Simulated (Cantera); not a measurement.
Charge: 1 mol B, 78 mol H2, 0.13 mol NH3, equilibrated at 0.353 Torr.

These are equilibrium values from Cantera (NASA tables, ideal gas, pure condensed phases), not measurements of a reactor. Candidate condensed phases: B, BN; 15 gas species. The tables' values for BH2 are old estimates; treat these amounts as uncertain. Equilibrium is a limit: real reactors are often held back by kinetics, nucleation or transport. All values below are at 1950 °C.

Base state: H2 0.736, H 0.254, B 0.00795, BH2 0.00109, N2 0.000717, BH 0.000162 (mole fractions); condensed: B(s).

Question: What changes in the equilibrium state with this change: NH3 from 0.13 to 9.2 mol?

Answer: 
| species | before | after |
|---|---|---|
| H2 | 0.736 | 0.702 |
| H | 0.254 | 0.248 |
| N2 | 0.000717 | 0.0414 |
| B | 0.00795 | 0.00781 |
| BN | 2.99e-6 | 2.23e-5 |
| BH2 | 0.00109 | 0.00102 |
| B(s), mol | 0.167 | 0 |

Question: What changes in the equilibrium state with this change: pressure from 0.353 Torr to 10.0 Torr?

Answer: 
```json
[
 {"species": "H2", "before": "0.736", "after": "0.944"},
 {"species": "H", "before": "0.254", "after": "0.0539"},
 {"species": "BH2", "before": "0.00109", "after": "0.00139"},
 {"species": "B", "before": "0.00795", "after": "0.000280"},
 {"species": "BH", "before": "0.000162", "after": "3.44e-5"},
 {"species": "N2", "before": "0.000717", "after": "0.000808"},
 {"species": "B(s), mol", "before": "0.167", "after": "0.862"}
]
```
